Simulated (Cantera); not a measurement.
What does this Cantera script print?

```python
import numpy as np
import cantera as ct

gas_names = """
    CL CL2 H HCL H2 Si SiCL SiCL2 SiCL3 SiCL4 SiH SiHCL3 SiH2 SiH2CL2 SiH3 SiH3CL SiH4 Si2 Si3
""".split()
cond_names = """
    Si(cr) Si(L)
""".split()


def load(file, names, dense=False):
    # The tables refer to 1 bar. Condensed volumes are neglected.
    table = {s.name: s for s in ct.Species.list_from_file(file)}
    out = []
    for n in names:
        d = dict(table[n].input_data)
        d["thermo"] = dict(d["thermo"], **{"reference-pressure": 1e5})
        if dense:
            d["equation-of-state"] = {"model": "constant-volume", "density": "1e6 g/cm^3"}
        out.append(ct.Species.from_dict(d))
    return out


gas = ct.Solution(thermo="ideal-gas", species=load("nasa_gas.yaml", gas_names))
cond = {s.name: ct.Solution(thermo="fixed-stoichiometry", species=[s], name=s.name)
        for s in load("nasa_condensed.yaml", cond_names, dense=True)}
atoms = {
    'Si': {'Si': 1},
    'Cl2': {'CL': 2},
    'H2': {'H': 2},
}
top_T = {}  # K; cautious upper limits of use, not melting points


def equilibrate(T, P, feed):
    n = {}
    for name, mol in feed.items():
        for a, k in atoms[name].items():
            n[a] = n.get(a, 0.0) + k * mol
    gas.TPX = T, P, n
    mass = sum(n.values()) * gas.mean_molecular_weight
    gas.equilibrate("TP")
    valid = [c for c in cond.values() if c.min_temp <= T <= top_T.get(c.name, c.max_temp)]
    mix = ct.Mixture([(gas, mass / gas.mean_molecular_weight)] + [(c, 0.0) for c in valid])
    mix.T, mix.P = T, P
    mix.equilibrate("TP", solver="vcs", rtol=1e-11, max_steps=5000)
    return mix


results = []
feed = {'Si': 1, 'Cl2': 3.4, 'H2': 27}  # mol
P = 8.8  # Pa
for T in [1173, 1198, 1223, 1248, 1273, 1298, 1323, 1348, 1373, 1398, 1423, 1448]:
    mix = equilibrate(T, P, feed)
    results.append((T, P, feed, dict(zip(mix.species_names, mix.species_moles))))
    x = sorted(zip(gas.X, gas.species_names), reverse=True)
    print(f"T = {T:g} K  P = {P:g} Pa  gas = {mix.phase_moles(0):.4g} mol")
    print("   x: " + "  ".join(f"{s} {v:.3e}" for v, s in x if v > 0.001))
    print("   condensed (mol): " + ("  ".join(f"{mix.phase(i).name} {mix.phase_moles(i):.4g}"
          for i in range(1, mix.n_phases) if mix.phase_moles(i) > 1e-12) or "none"))
```

Result:

```
T = 1173 K  P = 8.8 Pa  gas = 30.34 mol
   x: H2 8.129e-01  HCL 1.541e-01  SiCL2 2.994e-02  SiCL3 1.812e-03  SiCL4 1.082e-03
   condensed (mol): none
T = 1198 K  P = 8.8 Pa  gas = 30.36 mol
   x: H2 8.117e-01  HCL 1.554e-01  SiCL2 3.081e-02  SiCL3 1.447e-03
   condensed (mol): none
T = 1223 K  P = 8.8 Pa  gas = 30.37 mol
   x: H2 8.109e-01  HCL 1.562e-01  SiCL2 3.138e-02  SiCL3 1.153e-03
   condensed (mol): none
T = 1248 K  P = 8.8 Pa  gas = 30.38 mol
   x: H2 8.104e-01  HCL 1.567e-01  SiCL2 3.177e-02
   condensed (mol): none
T = 1273 K  P = 8.8 Pa  gas = 30.39 mol
   x: H2 8.100e-01  HCL 1.570e-01  SiCL2 3.203e-02
   condensed (mol): none
T = 1298 K  P = 8.8 Pa  gas = 30.39 mol
   x: H2 8.098e-01  HCL 1.572e-01  SiCL2 3.223e-02
   condensed (mol): none
T = 1323 K  P = 8.8 Pa  gas = 30.39 mol
   x: H2 8.096e-01  HCL 1.573e-01  SiCL2 3.236e-02
   condensed (mol): none
T = 1348 K  P = 8.8 Pa  gas = 30.4 mol
   x: H2 8.094e-01  HCL 1.574e-01  SiCL2 3.247e-02
   condensed (mol): none
T = 1373 K  P = 8.8 Pa  gas = 30.4 mol
   x: H2 8.092e-01  HCL 1.575e-01  SiCL2 3.254e-02
   condensed (mol): none
T = 1398 K  P = 8.8 Pa  gas = 30.4 mol
   x: H2 8.091e-01  HCL 1.575e-01  SiCL2 3.259e-02
   condensed (mol): none
T = 1423 K  P = 8.8 Pa  gas = 30.41 mol
   x: H2 8.088e-01  HCL 1.575e-01  SiCL2 3.263e-02
   condensed (mol): none
T = 1448 K  P = 8.8 Pa  gas = 30.41 mol
   x: H2 8.086e-01  HCL 1.575e-01  SiCL2 3.265e-02
   condensed (mol): none
```

These are equilibrium values from Cantera (NASA tables, ideal gas, pure condensed phases), not measurements of a reactor. The tables' values for SiCl3, SiCl are old estimates; treat these amounts as uncertain.
